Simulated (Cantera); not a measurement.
Input: 1 mol Pb, 0.17 mol CO, 19 mol H2, equilibrated at 825 °C and 7.50 Torr.

These are equilibrium values from Cantera (NASA tables, ideal gas, pure condensed phases), not measurements of a reactor. Candidate condensed phases: C, C6H6, C7H8, C8H18, H2O, Pb, PbO, PbO2, Pb3O4; 113 gas species. Kinetics and transport are ignored.

Question: What is the equilibrium state?

Answer: 
```json
{
  "x(H2)": "0.980",
  "x(Pb)": "0.0117",
  "x(CO)": "0.00871",
  "x(CH4)": "5.27e-5",
  "x(H2O)": "5.22e-5",
  "n(Pb(l))": "0.773 mol",
  "gas_amount": "19.39 mol",
  "log10 activity of C(graphite) (absent)": "-0.82",
  "log10 activity of PbO2(s) (absent)": "-23.51"
}
```
